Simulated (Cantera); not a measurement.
A closed system holds: 1 mol Si3N4, 2.2 mol H2O, 490 mol N2, 0.59 mol CO2, equilibrated at 1.60 mbar.

Method: chemical equilibrium by Gibbs-energy minimisation in Cantera with the NASA 1993 tables (ideal gas, pure condensed phases). Candidate condensed phases: C, C6H6, C7H8, C8H18, H2O, Si, SiC, SiO2, Si2N2O, Si3N4; 151 gas species. Mutual solubility and eutectic melting of coexisting phases are not modelled. The tables hold silica as quartz up to 1696 K and as liquid above; real silica turns to tridymite and cristobalite and melts near 1996 K. The numbers say what is thermodynamically allowed, not how fast it happens.

**Question.** Which condensed phases are stable at each of these points (T (K)): 1300, 1375, 1450, 1525, 1600, 1675, 1750, 1825, 1900?

**Answer.** 
```json
[
 {"T (K)": "1300", "condensed phases": "SiO2(β-quartz) + Si2N2O(s)", "Si condensed (%)": "99.6"},
 {"T (K)": "1375", "condensed phases": "SiO2(β-quartz) + Si2N2O(s)", "Si condensed (%)": "95.0"},
 {"T (K)": "1450", "condensed phases": "SiO2(β-quartz) + Si2N2O(s)", "Si condensed (%)": "50.8"},
 {"T (K)": "1525", "condensed phases": "Si2N2O(s)", "Si condensed (%)": "14.0"},
 {"T (K)": "1600", "condensed phases": "Si2N2O(s)", "Si condensed (%)": "13.5"},
 {"T (K)": "1675", "condensed phases": "SiC(s)", "Si condensed (%)": "2.2"},
 {"T (K)": "1750", "condensed phases": "gas only", "Si condensed (%)": "0.0"},
 {"T (K)": "1825", "condensed phases": "gas only", "Si condensed (%)": "0.0"},
 {"T (K)": "1900", "condensed phases": "gas only", "Si condensed (%)": "0.0"}
]
```

From 1300 K to 1450 K the condensed part is SiO2(β-quartz) + Si2N2O(s). From 1525 K to 1600 K the condensed part is Si2N2O(s). At 1675 K the condensed part is SiC(s). From 1750 K to 1900 K nothing is condensed.
